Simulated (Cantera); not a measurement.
Feed: 1 mol SiH2Cl2, 0.14 mol C3H8, 3.6 mol H2, equilibrated at 1852 °C and 1.13 Torr.

Method: chemical equilibrium by Gibbs-energy minimisation in Cantera with the NASA 1993 tables (ideal gas, pure condensed phases). Candidate condensed phases: C, C6H6, C7H8, C8H18, Si, SiC; 109 gas species. The tables' values for SiCl, SiCl3 are old estimates; treat these amounts as uncertain. Gases not in the tables: Si2H6 and higher silanes. Kinetics and transport are ignored.

Base state: H2 0.629, HCl 0.193, H 0.0744, SiCl2 0.0400, Si 0.0375, Cl 0.0167, SiCl 0.00596, Si2C 0.00168 (mole fractions); condensed: SiC(s).

Q: What changes in the equilibrium state with this change: temperature from 1852 °C to 2125 °C?

A: 
```json
[
 {"species": "H2", "before": "0.629", "after": "0.402"},
 {"species": "H", "before": "0.0744", "after": "0.258"},
 {"species": "HCl", "before": "0.193", "after": "0.152"},
 {"species": "Cl", "before": "0.0167", "after": "0.0694"},
 {"species": "SiC2", "before": "0.000183", "after": "0.0162"},
 {"species": "SiCl2", "before": "0.0400", "after": "0.00546"},
 {"species": "Si", "before": "0.0375", "after": "0.0851"},
 {"species": "C3", "before": "5.97e-9", "after": "6.34e-5"},
 {"species": "C2H", "before": "2.38e-7", "after": "0.000102"},
 {"species": "C", "before": "6.69e-8", "after": "2.58e-5"},
 {"species": "SiC(s), mol", "before": "0.405", "after": "0"},
 {"species": "C(graphite), mol", "before": "0", "after": "0.0692"}
]
```
The tables' values for SiCl are old estimates; treat these amounts as uncertain.
